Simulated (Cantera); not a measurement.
A closed system holds: 1 mol SiH₂Cl₂, 49 mol N₂, 0.92 mol H₂, equilibrated at 0.210 bar.

Cantera equilibrium calculation (NASA polynomials, part measured and part estimated; ideal gas, pure solids and liquids). Candidate condensed phases: NH₄Cl, Si, Si₃N₄; 28 gas species. N₂ is the only nitrogen source here; it is nearly inert below about 1500 K, so the nitride shown seldom forms there in practice. Kinetics and transport are ignored.

Over these rows the condensed part is Si₃N₄(s). Partial pressures as log10 of bar:

| T (K) | 1000/T (1/K) | log p SiCl₄ | log p N₂ | log p HCl | log p H₂ |
|---|---|---|---|---|---|
| 973 | 1.0277 | -3.74 | -0.70 | -2.13 | -2.38 |
| 1173 | 0.8525 | -3.95 | -0.70 | -2.11 | -2.40 |
| 1373 | 0.7283 | -4.14 | -0.70 | -2.11 | -2.40 |
| 1573 | 0.6357 | -4.53 | -0.70 | -2.15 | -2.37 |
| 1773 | 0.5640 | -5.41 | -0.70 | -2.30 | -2.28 |
| 1973 | 0.5068 | ? | -0.70 | -2.52 | -2.20 |

### Question
Fit log p(SiCl₄) = a + b·(1000/T) to the five rows, give the apparent enthalpy, and predict the row at 1973 K.

### Answer
Means: 1000/T = 0.7616, log p = -4.354. Sxy = 0.423807, Sxx = 0.1350775, so b = 3.14 and a = -4.354 − (3.14)×0.7616 = -6.75.
Apparent enthalpy: −19.145 × (3.14) = -60 kJ/mol. With the condensed phases at unit activity, 1/3 Si₃N₄(s) + 4 HCl(g) = SiCl₄(g) + 2/3 N₂(g) + 2 H₂(g) links this pressure to the main gases: over the six rows their terms move log p by -1.92 in all, so the slope isn't that reaction's ΔH° alone. The five rows lie within 0.43 of the line; that is curvature, so one enthalpy describes this range poorly.
Prediction at 1973 K: -6.75 + (3.14)×0.5068 = -5.16. The computed value is -6.56, 1.40 from the line.
